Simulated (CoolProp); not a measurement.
A simple Rankine cycle with isohexane: condensing at 329.15 K, boiler at 0.288 MPa, turbine inlet 410.4 K, turbine efficiency 0.6, pump efficiency 0.7, no recuperator. Each further row changes one setting.

Values from CoolProp's reference Helmholtz-energy equation of state, Lemmon 2006. It is a short technical equation, of lower accuracy than the large ones.

| case | thermal efficiency (%) | net work (kJ/kg) | heat in (kJ/kg) | turbine exit temperature (K) | volume ratio over the turbine |
|---|---|---|---|---|---|
| as stated | 5.3 | 25.6 | 483 | 395.3 | 3.29 |
| turbine inlet 430.4 K | 5.1 | 27.1 | 529 | 415.6 | ___ |
| condensing temperature 321.15 K | 6.3 | 31.5 | 502 | 392.2 | 4.29 |
| boiler pressure 0.202 MPa | 3.8 | ___ | 486 | 400.2 | 2.28 |
| turbine efficiency 0.5 | 4.4 | ___ | 483 | ___ | 3.31 |

### Question
Fill in the missing entries.

### Answer

- turbine inlet 430.4 K, volume ratio over the turbine: 3.27
- boiler pressure 0.202 MPa, net work (kJ/kg): 18.3
- turbine efficiency 0.5, net work (kJ/kg): 21.3
- turbine efficiency 0.5, turbine exit temperature (K): 397.3
